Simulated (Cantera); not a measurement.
Charge: 1 mol B₂H₆, 4.6 mol H₂O, 0.31 mol H₂, held at 2048.15 K and 5600 Pa.

These are equilibrium values from Cantera (NASA tables, ideal gas, pure condensed phases), not measurements of a reactor. Candidate condensed phases: B, B₂O₃, B₃O₃H₃, H₂O; 23 gas species. The feed counts by its element totals alone. Rates play no part.

Q: What is the equilibrium state?

A: 
- x(H₂): 0.693
- x(HBO₂): 0.159
- x(H₂O): 0.103
- x(B₂O₃): 0.0277
- x(H): 0.00789
- x(HBO): 0.00701
- x(BO): 0.00111
- x(BO₂): 0.000238
- x(B₂O₂): 0.000180
- gas amount: 8.952 mol
- log10 activity of B(s) (absent): -4.69
